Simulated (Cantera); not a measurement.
Cantera run:

```python
import numpy as np
import cantera as ct

gas_names = """
    C CH CH2 CH3 CH2OH CH3O CH4 CH3OH CO COS CO2 COOH CS CS2 C2 C2H CHCO,ketyl C2H2,acetylene
    C2H2,vinylidene CH2CO,ketene C2H3,vinyl CH3CO,acetyl C2H4 C2H4O,ethylen CH3CHO,ethanal CH3COOH
    (HCOOH)2 C2H5 C2H6 CH3OCH3 C2H5OH C2O C3 C3H3,propargyl C3H4,allene C3H4,propyne C3H4,cyclo-
    C3H5,allyl C3H6,propylene C3H6,cyclo- C3H6O C3H7,n-propyl C3H7,i-propyl C3H8 C3H8O,1propanol
    C3H8O,2propanol C3O2 C4 C4H2 C4H4,1,3-cyclo- C4H6,butadiene C4H6,2-butyne C4H6,cyclo- C4H8,1-butene
    C4H8,cis2-buten C4H8,tr2-butene C4H8,isobutene C4H8,cyclo- (CH3COOH)2 C4H9,n-butyl C4H9,i-butyl
    C4H9,s-butyl C4H9,t-butyl C4H10,isobutane C4H10,n-butane C5 C5H6,1,3cyclo- C5H8,cyclo-
    C5H10,1-pentene C5H10,cyclo- C5H11,pentyl C5H11,t-pentyl C5H12,n-pentane C5H12,i-pentane
    CH3C(CH3)2CH3 C6H2 C6H5,phenyl C6H5O,phenoxy C6H6 C6H5OH,phenol C6H10,cyclo- C6H12,1-hexene
    C6H12,cyclo- C6H13,n-hexyl C7H7,benzyl C7H8 C7H8O,cresol C7H14,1-heptene C7H15,n-heptyl
    C7H16,n-heptane C8H8,styrene C8H10,ethylbenz C8H16,1-octene C8H17,n-octyl C8H18,isooctane
    C8H18,n-octane C9H19,n-nonyl C10H8,naphthale C10H21,n-decyl C12H9,o-bipheny C12H10,bipheny H HCO HO2
    H2 HCHO,formaldehy HCOOH H2O H2O2 H2S H2SO4 O OH O2 O3 S SH SO SO2 SO3 S2 S2O S8
""".split()
cond_names = """
    C(gr) C6H6(L) C7H8(L) C8H18(L),n-octa H2O(s) H2O(L) H2SO4(L) S(cr1) S(cr2) S(L)
""".split()


def load(file, names, dense=False):
    # The tables refer to 1 bar. Condensed volumes are neglected.
    table = {s.name: s for s in ct.Species.list_from_file(file)}
    out = []
    for n in names:
        d = dict(table[n].input_data)
        d["thermo"] = dict(d["thermo"], **{"reference-pressure": 1e5})
        if dense:
            d["equation-of-state"] = {"model": "constant-volume", "density": "1e6 g/cm^3"}
        out.append(ct.Species.from_dict(d))
    return out


gas = ct.Solution(thermo="ideal-gas", species=load("nasa_gas.yaml", gas_names))
cond = {s.name: ct.Solution(thermo="fixed-stoichiometry", species=[s], name=s.name)
        for s in load("nasa_condensed.yaml", cond_names, dense=True)}
atoms = {
    'CO2': {'C': 1, 'O': 2},
    'SO2': {'S': 1, 'O': 2},
    'H2': {'H': 2},
}
top_T = {'C(gr)': 4500}  # K; cautious upper limits of use, not melting points


def equilibrate(T, P, feed):
    n = {}
    for name, mol in feed.items():
        for a, k in atoms[name].items():
            n[a] = n.get(a, 0.0) + k * mol
    gas.TPX = T, P, n
    mass = sum(n.values()) * gas.mean_molecular_weight
    gas.equilibrate("TP")
    valid = [c for c in cond.values() if c.min_temp <= T <= top_T.get(c.name, c.max_temp)]
    mix = ct.Mixture([(gas, mass / gas.mean_molecular_weight)] + [(c, 0.0) for c in valid])
    mix.T, mix.P = T, P
    mix.equilibrate("TP", solver="vcs", rtol=1e-11, max_steps=5000)
    return mix


results = []
feed = {'CO2': 1, 'SO2': 0.021, 'H2': 19}  # mol
P = 10000  # Pa
for T in [2450, 2550, 2650, 2750, 2850, 2950, 3050, 3150, 3250, 3350]:
    mix = equilibrate(T, P, feed)
    results.append((T, P, feed, dict(zip(mix.species_names, mix.species_moles))))
    x = sorted(zip(gas.X, gas.species_names), reverse=True)
    print(f"T = {T:g} K  P = {P:g} Pa  gas = {mix.phase_moles(0):.4g} mol")
    print("   x: " + "  ".join(f"{s} {v:.3e}" for v, s in x if v > 1e-05))
    print("   condensed (mol): " + ("  ".join(f"{mix.phase(i).name} {mix.phase_moles(i):.4g}"
          for i in range(1, mix.n_phases) if mix.phase_moles(i) > 1e-12) or "none"))
```

It prints:

```
T = 2450 K  P = 10000 Pa  gas = 20.62 mol
   x: H2 8.422e-01  H 5.830e-02  H2O 4.927e-02  CO 4.803e-02  OH 6.666e-04  CO2 4.640e-04  SH 4.257e-04  S 3.218e-04  H2S 1.666e-04  SO 8.191e-05  O 3.062e-05
   condensed (mol): none
T = 2550 K  P = 10000 Pa  gas = 20.96 mol
   x: H2 8.132e-01  H 8.895e-02  H2O 4.793e-02  CO 4.727e-02  OH 1.149e-03  CO2 4.397e-04  S 3.936e-04  SH 3.870e-04  H2S 1.086e-04  SO 9.598e-05  O 8.202e-05
   condensed (mol): none
T = 2650 K  P = 10000 Pa  gas = 21.44 mol
   x: H2 7.739e-01  H 1.304e-01  CO 4.623e-02  H2O 4.597e-02  OH 1.887e-03  S 4.547e-04  CO2 4.160e-04  SH 3.367e-04  O 2.042e-04  SO 1.066e-04  H2S 6.892e-05
   condensed (mol): none
T = 2750 K  P = 10000 Pa  gas = 22.09 mol
   x: H2 7.232e-01  H 1.840e-01  CO 4.487e-02  H2O 4.320e-02  OH 2.951e-03  S 5.020e-04  O 4.751e-04  CO2 3.914e-04  SH 2.826e-04  SO 1.134e-04  H2S 4.271e-05  O2 1.142e-05
   condensed (mol): none
T = 2850 K  P = 10000 Pa  gas = 22.96 mol
   x: H2 6.607e-01  H 2.500e-01  CO 4.318e-02  H2O 3.942e-02  OH 4.382e-03  O 1.035e-03  S 5.349e-04  CO2 3.639e-04  SH 2.301e-04  SO 1.159e-04  H2S 2.588e-05  O2 2.469e-05
   condensed (mol): none
T = 2950 K  P = 10000 Pa  gas = 24.09 mol
   x: H2 5.875e-01  H 3.274e-01  CO 4.118e-02  H2O 3.447e-02  OH 6.133e-03  O 2.107e-03  S 5.542e-04  CO2 3.310e-04  SH 1.824e-04  SO 1.137e-04  O2 4.909e-05  H2S 1.532e-05
   condensed (mol): none
T = 3050 K  P = 10000 Pa  gas = 25.49 mol
   x: H2 5.063e-01  H 4.132e-01  CO 3.894e-02  H2O 2.835e-02  OH 7.981e-03  O 3.968e-03  S 5.625e-04  CO2 2.904e-04  SH 1.413e-04  SO 1.062e-04  O2 8.767e-05
   condensed (mol): none
T = 3150 K  P = 10000 Pa  gas = 27.17 mol
   x: H 5.029e-01  H2 4.216e-01  CO 3.656e-02  H2O 2.144e-02  OH 9.482e-03  O 6.815e-03  S 5.634e-04  CO2 2.415e-04  O2 1.359e-04  SH 1.075e-04  SO 9.348e-05
   condensed (mol): none
T = 3250 K  P = 10000 Pa  gas = 29.06 mol
   x: H 5.908e-01  H2 3.387e-01  CO 3.422e-02  H2O 1.461e-02  O 1.051e-02  OH 1.011e-02  S 5.604e-04  CO2 1.874e-04  O2 1.769e-04  SH 8.064e-05  SO 7.645e-05
   condensed (mol): none
T = 3350 K  P = 10000 Pa  gas = 31.04 mol
   x: H 6.712e-01  H2 2.627e-01  CO 3.208e-02  O 1.449e-02  OH 9.602e-03  H2O 8.903e-03  S 5.560e-04  O2 1.904e-04  CO2 1.351e-04  SH 5.988e-05  SO 5.781e-05
   condensed (mol): none
```

Method: chemical equilibrium by Gibbs-energy minimisation in Cantera with the NASA 1993 tables (ideal gas, pure condensed phases).
